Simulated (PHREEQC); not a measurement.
1 kg of water meets 20 L of dry gas (H2 0.53, N2 0.47 by moles) at fixed total pressure, at 25 °C; fugacities by Peng-Robinson. The gases take part in no redox reaction, some water evaporates into the gas, and hydrates or a liquid gas phase aren't modelled. Precipitation was switched off in this run.

All values are PHREEQC results (ion-association model, phreeqc.dat), not measurements.

```
P (atm)  dissolved H2 (mol/kgw)  φ of H2  p of H2 (atm)  dissolved N2 (mol/kgw)
-------  ----------------------  -------  -------------  ----------------------
2                      0.000826    1.001           1.04                0.000616
5                       0.00208    1.002           2.63                 0.00155
10                      0.00416    1.003           5.28                 0.00308
20                      0.00825    1.007           10.6                 0.00608
30                       0.0123    1.010           15.9                 0.00899
40                       0.0163    1.014           21.2                  0.0118
50                       0.0202    1.017           26.5                  0.0146
75                       0.0296    1.027           39.7                  0.0211
100                      0.0388    1.036           53.0                  0.0273
150                      0.0560    1.058           79.5                  0.0385
200                      0.0719    1.080            106                  0.0487
300                       0.100    1.130            159                  0.0666
400                       0.125    1.185            212                  0.0821
```
